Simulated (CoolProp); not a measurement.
Saturated liquid density (kg/m³) of cyclopropane: the reference equation beside estimates from Tc = 398.7 K, pc = 5605 kPa, ω = 0.131.

Computed with CoolProp (reference Helmholtz-energy equation of state, Polt 1992). This equation is an older, rougher fit; its heat capacities, sound speeds and derivatives of the liquid may be far off and weren't checked against measurements.

| T (K) | reference | van der Waals | Peng-Robinson |
|---|---|---|---|
| 313.4 | ___ | 372.8 | 612.9 |
| 318.9 | 585.1 | 366.8 | 600.9 |
| 324.4 | 575.4 | 360.6 | 588.3 |
| 329.9 | ___ | 354.1 | 575.1 |
| 335.3 | 555.1 | 347.5 | 561.5 |
| 340.8 | 544.1 | 340.4 | 546.8 |
| 346.3 | ___ | 333.0 | 531.3 |
| 351.8 | 520.5 | 325.2 | 514.8 |
| 357.2 | 507.8 | 317.0 | 497.5 |
| 362.7 | 494.0 | 308.1 | 478.5 |
| 368.2 | 478.9 | ___ | 458.0 |
| 373.7 | 462.2 | 288.1 | 435.4 |
| 379.2 | 443.2 | 276.4 | 410.2 |
| 384.6 | 421.1 | 263.2 | 381.9 |

Problem. Fill in the missing entries.

Solution. 
- 313.4, reference: 594.5
- 329.9, reference: 565.3
- 346.3, reference: 532.6
- 368.2, van der Waals: 298.6

Absolute difference from the reference over all 14 rows, mean and median: van der Waals 37.5 and 37.5 %, Peng-Robinson 3.2 and 2.5 %.
